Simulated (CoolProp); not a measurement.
Vapour-liquid equilibrium of cyclohexane (1) + o-xylene (2) at 1.19 MPa; x and y are mole fractions of (1).

Model: multi-fluid Helmholtz-energy mixture model, Zhou 2014 and Zhou 2012; pair parameters Bell 2016, in CoolProp.

```csv
x,bubble temperature (K),y at the bubble point,dew temperature at overall composition x (K),liquid density (mol/L)
0.05,535.8,0.117,539.7,5.944
0.15,523.5,0.314,533.8,6.100
0.25,512.7,0.469,527.6,6.237
0.35,503.5,0.588,521.1,[?]
0.45,495.5,0.682,514.1,6.465
0.55,[?],0.759,506.5,6.564
0.65,482.6,0.822,498.3,6.657
0.75,477.2,[?],489.5,6.749
0.85,472.3,0.929,480.0,6.842
0.95,467.7,[?],470.3,6.939
```

Some entries are withheld; supply them.


- 0.35, liquid density (mol/L): 6.357
- 0.55, bubble temperature (K): 488.7
- 0.75, y at the bubble point: 0.878
- 0.95, y at the bubble point: 0.977

No azeotrope shows between x = 0.05 and 0.95.

The pair parameters rest on a limited set of measurements; away from them the model extrapolates.
